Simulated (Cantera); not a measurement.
## Silicon nitride deposition: trisilylamine + NH₃

Input: 1 mol trisilylamine, a varied amount of NH₃, at 12.8 Torr.

Method: chemical equilibrium by Gibbs-energy minimisation in Cantera with the NASA 1993 tables (ideal gas, pure condensed phases). Candidate condensed phases: Si, Si₃N₄; 18 gas species. The feed counts by its element totals alone. Mutual solubility and eutectic melting of coexisting phases are not modelled. Kinetics and transport are ignored.

Stable condensed phases:

```
T in K \ n(NH₃) in mol
         0.13  0.2 0.29 0.43 0.64 0.95  1.4  2.1  3.1  4.6  6.8
   1698     A    A    A    A    A    A    A    A    A    A    B
   1673     A    A    A    A    A    A    A    A    A    B    B
   1648     A    A    A    A    A    A    A    A    A    B    B
   1623     A    A    A    A    A    A    A    A    A    B    B
   1598     A    A    A    A    A    A    A    A    A    B    B
   1573     A    A    A    A    A    A    A    A    A    B    B
   1548     A    A    A    A    A    A    A    A    A    B    B
   1523     A    A    A    A    A    A    A    A    B    B    B
   1498     A    A    A    A    A    A    A    A    B    B    B
   1473     A    A    A    A    A    A    A    A    B    B    B
   1448     A    A    A    A    A    A    A    A    B    B    B
   1423     A    A    A    A    A    A    A    A    B    B    B
   1398     A    A    A    A    A    A    A    A    B    B    B
   1373     A    A    A    A    A    A    A    A    B    B    B
```

A: Si + Si₃N₄; B: Si₃N₄.
